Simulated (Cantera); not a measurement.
A perfectly stirred reactor is fed with N2O : O2 = 1 : 0.89 (molar parts), at 0.0140 bar; it is held at 1350 K, and followed from long to short residence time.

Detailed kinetics in Cantera: GRI-Mech 3.0 (53 species, 325 reactions). GRI-Mech 3.0 was tuned for natural gas; its chemistry of N2O as a main component is partial and can be far from experiment. Radical loss at walls, strong at low pressure, is not modelled. The mechanism lacks the step 2 NO + O2 → 2 NO2, which can matter for NO2 below about 1400 K. The temperature is held fixed by assumption; the heat of reaction is taken as removed at once.

Problem. What does this change do: O2 0.89 to 0.56 parts?

Solution. 
```
quantity                 before     after
---------------------  --------  --------
x(N2O) at τ = 0.900 s     0.471     0.568
x(O2) at τ = 0.900 s      0.479     0.372
x(NO) at τ = 0.900 s    0.00785   0.00947
x(NO2) at τ = 0.900 s   2.68e-6   2.72e-6
x(N2) at τ = 0.900 s     0.0417    0.0503
x(N2O) at τ = 14.0 ms     0.528     0.640
x(O2) at τ = 14.0 ms      0.471     0.359
x(NO) at τ = 14.0 ms   0.000132  0.000161
x(NO2) at τ = 14.0 ms   4.93e-9   5.02e-9
x(N2) at τ = 14.0 ms   0.000715  0.000869
```

Problem. What does this change do: pressure from 0.0140 bar to 0.0170 bar?

Solution. 
| quantity | before | after |
|---|---|---|
| x(N2O) at τ = 0.900 s | 0.471 | 0.461 |
| x(O2) at τ = 0.900 s | 0.479 | 0.481 |
| x(NO) at τ = 0.900 s | 0.00785 | 0.00932 |
| x(NO2) at τ = 0.900 s | 2.68e-6 | 3.47e-6 |
| x(N2) at τ = 0.900 s | 0.0417 | 0.0494 |
| x(N2O) at τ = 14.0 ms | 0.528 | 0.528 |
| x(O2) at τ = 14.0 ms | 0.471 | 0.471 |
| x(NO) at τ = 14.0 ms | 0.000132 | 0.000162 |
| x(NO2) at τ = 14.0 ms | 4.93e-9 | 7.64e-9 |
| x(N2) at τ = 14.0 ms | 0.000715 | 0.000870 |
